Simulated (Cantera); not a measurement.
Charge: 1 mol borazine, 4.7 mol H₂O, 0.064 mol O₂, equilibrated at 2073.15 K and 0.330 bar.

Cantera equilibrium calculation (NASA polynomials, part measured and part estimated; ideal gas, pure solids and liquids). Candidate condensed phases: B, BN, B₂O₃, B₃O₃H₃, H₂O; 39 gas species. The feed counts by its element totals alone. Rates play no part.

Base state: H₂ 0.645, N₂ 0.140, HBO₂ 0.0846, B₂O₃ 0.0743, HBO 0.0344, H₂O 0.0112, B₂O₂ 0.00450, H 0.00368 (mole fractions); condensed: gas only.

**Question.** What changes in the equilibrium state with this change: borazine replaced by BF₃?

**Answer.** 
| species | before | after |
|---|---|---|
| H₂O | 0.0112 | 0.486 |
| HF | 0 | 0.349 |
| BOF | 0 | 0.0922 |
| H₂ | 0.645 | 0.00409 |
| N₂ | 0.140 | 0 |
| O₂ | <1e-9 | 0.0103 |
| HBO | 0.0344 | 3.16e-6 |
| B₂O₃ | 0.0743 | 0.000672 |
| HBO₂ | 0.0846 | 0.0529 |
| B₂O₂ | 0.00450 | 5.98e-9 |
| BF₃ | 0 | 0.000398 |

**Question.** What changes in the equilibrium state with this change: O₂ from 0.064 to 7.6 mol?

**Answer.** 
```
species   before     after
-------  -------  --------
H₂O       0.0112     0.431
O₂         <1e-9     0.258
HBO₂      0.0846     0.183
H₂         0.645  0.000725
HBO       0.0344   2.19e-6
B₂O₃      0.0743   0.00907
N₂         0.140     0.101
B₂O₂     0.00450   1.61e-8
O        2.99e-8   0.00102
NO       1.28e-7   0.00369
OH       7.30e-6   0.00834
BO       0.00266   5.04e-6
```

**Question.** What changes in the equilibrium state with this change: temperature from 2073.15 K to 2398.15 K?

**Answer.** 
```csv
species,before,after
H₂,0.645,0.610
N₂,0.140,0.138
HBO₂,0.0846,0.0851
H,0.00368,0.0214
B₂O₃,0.0743,0.0604
BO,0.00266,0.0157
H₂O,0.0112,0.0213
HBO,0.0344,0.0428
OH,7.30e-6,0.000137
BO₂,6.63e-5,0.000660
B₂O₂,0.00450,0.00500
```
